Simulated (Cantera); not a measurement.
Cantera with NASA thermochemical tables; ideal gases at 1 bar, condensed phases pure. Values are per mole of reaction as written; species without (g) are pure solids or liquids, kept so even where they would boil at 1 bar.

Q: Between 300 and 1475 K, where is each reaction favourable under standard conditions?
- Fe2Cl6(g) + Fe → 3 FeCl2

A: 
- Fe2Cl6(g) + Fe → 3 FeCl2: ΔG° is -308 kJ at 300 K and -178 kJ at 1475 K; it stays negative (K > 1). ΔH° is -177 kJ and ΔS° 1 J/K at 1475 K.
